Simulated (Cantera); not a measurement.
Input: 1 mol CH3SiCl3, 0.89 mol C3H8, 8.2 mol H2, held at 2450 K and 5.10 mbar.

Method: chemical equilibrium by Gibbs-energy minimisation in Cantera with the NASA 1993 tables (ideal gas, pure condensed phases). Candidate condensed phases: C, C6H6, C7H8, C8H18, Si, SiC; 109 gas species. The feed counts by its element totals alone. The tables' values for SiCl are old estimates; treat these amounts as uncertain. Gases not in the tables: Si2H6 and higher silanes. Rates play no part.

Base state: H2 0.568, H 0.212, HCl 0.127, Si 0.0388, Cl 0.0336, SiC2 0.00868, C2H2 (acetylene) 0.00495, SiCl2 0.00265 (mole fractions); condensed: C(graphite).

Task: What changes in the equilibrium state with this change: C3H8 from 0.89 to 0.11 mol?

Result: 
| species | before | after |
|---|---|---|
| H2 | 0.568 | 0.526 |
| H | 0.212 | 0.204 |
| HCl | 0.127 | 0.154 |
| Cl | 0.0336 | 0.0424 |
| Si | 0.0388 | 0.0463 |
| SiC2 | 0.00868 | 0.0104 |
| SiCl2 | 0.00265 | 0.00505 |
| SiCl | 0.00235 | 0.00354 |
| Si2C | 0.00140 | 0.00199 |
| Si2 | 5.86e-5 | 8.34e-5 |
| C(graphite), mol | 3.15 | 0.868 |
